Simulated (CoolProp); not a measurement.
Vapour-liquid equilibrium of ethanol (1) + dimethyl carbonate (2) at 1.38 MPa; x and y are mole fractions of (1).

The numbers come from the multi-fluid Helmholtz-energy mixture model, Schroeder 2014 and Zhou 2011; pair parameters Bell 2016 in CoolProp.

```tsv
x	bubble temperature, mixture model (K)	bubble temperature, Raoult's law (K)	y, mixture model	y, Raoult's law
0.05	467.4	471.2	0.138	0.104
0.125	459.3	466.8	0.289	0.238
0.2	453.4	462.8	0.398	0.352
0.275	449.1	459.3	0.480	0.450
0.35	445.8	456.1	0.544	0.535
0.425	443.3	453.2	0.599	0.611
0.5	441.4	450.6	0.646	0.679
0.575	439.9	448.1	0.690	0.740
0.65	438.7	445.9	0.733	0.795
0.725	437.8	443.7	0.777	0.846
0.8	437.1	441.8	0.826	0.892
0.875	436.8	439.9	0.881	0.935
0.95	436.8	438.2	0.947	0.975
```

The largest gap from Raoult's law is -10.3 K in bubble temperature, at x = 0.35. y crosses x between x = 0.875 and 0.95: the model has an azeotrope there.

Pair parameters are fitted to limited data, so mixtures are less certain than the pure fluids.
